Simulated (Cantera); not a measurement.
Input (Python, Cantera) and output of one run.

```python
import numpy as np
import cantera as ct

gas_names = [...]  # 118 gases of nasa_gas.yaml made of C, Cl, F, H
cond_names = """
    C(gr) C6H6(L) C7H8(L) C8H18(L),n-octa
""".split()


# ... load() reads the species with a 1 bar reference pressure and builds the phases ...
atoms = {
    'CF4': {'C': 1, 'F': 4},
    'HCl': {'H': 1, 'CL': 1},
    'H2': {'H': 2},
}
top_T = {'C(gr)': 4500}  # K; cautious upper limits of use, not melting points


# ... equilibrate(T, P, feed) seeds the gas with the atoms and calls Mixture.equilibrate('TP', solver="vcs", rtol=1e-11, max_steps=5000) ...
results = []
feed = {'CF4': 1, 'HCl': 0.022, 'H2': 0.22}  # mol
P = 1000  # Pa
for T in [1523, 1573, 1623, 1673, 1723, 1773, 1823]:
    mix = equilibrate(T, P, feed)
    results.append((T, P, feed, dict(zip(mix.species_names, mix.species_moles))))
    x = sorted(zip(gas.X, gas.species_names), reverse=True)
    print(f"T = {T:g} K  P = {P:g} Pa  gas = {mix.phase_moles(0):.4g} mol")
    print("   x: " + "  ".join(f"{s} {v:.3e}" for v, s in x if v > 0.001))
    print("   condensed (mol): " + ("  ".join(f"{mix.phase(i).name} {mix.phase_moles(i):.4g}"
          for i in range(1, mix.n_phases) if mix.phase_moles(i) > 1e-12) or "none"))
```

Output:

```
T = 1523 K  P = 1000 Pa  gas = 1.366 mol
   x: CF4 6.474e-01  HF 3.362e-01  CL 1.271e-02  HCL 2.098e-03
   condensed (mol): C(gr) 0.1142
T = 1573 K  P = 1000 Pa  gas = 1.367 mol
   x: CF4 6.463e-01  HF 3.365e-01  CL 1.374e-02  HCL 1.452e-03
   condensed (mol): C(gr) 0.1142
T = 1623 K  P = 1000 Pa  gas = 1.369 mol
   x: CF4 6.450e-01  HF 3.365e-01  CL 1.444e-02  CF2 1.869e-03  HCL 1.005e-03
   condensed (mol): C(gr) 0.1138
T = 1673 K  P = 1000 Pa  gas = 1.371 mol
   x: CF4 6.430e-01  HF 3.364e-01  CL 1.491e-02  CF2 3.455e-03
   condensed (mol): C(gr) 0.1129
T = 1723 K  P = 1000 Pa  gas = 1.374 mol
   x: CF4 6.398e-01  HF 3.358e-01  CL 1.520e-02  CF2 6.153e-03  F 1.492e-03
   condensed (mol): C(gr) 0.1113
T = 1773 K  P = 1000 Pa  gas = 1.378 mol
   x: CF4 6.348e-01  HF 3.348e-01  CL 1.537e-02  CF2 1.058e-02  F 2.779e-03  CF3 1.152e-03
   condensed (mol): C(gr) 0.1086
T = 1823 K  P = 1000 Pa  gas = 1.386 mol
   x: CF4 6.267e-01  HF 3.331e-01  CF2 1.760e-02  CL 1.544e-02  F 4.994e-03  CF3 1.737e-03
   condensed (mol): C(gr) 0.1043
```

These are equilibrium values from Cantera (NASA tables, ideal gas, pure condensed phases), not measurements of a reactor. Gases not in the tables: C2F6 and larger saturated fluorocarbons.
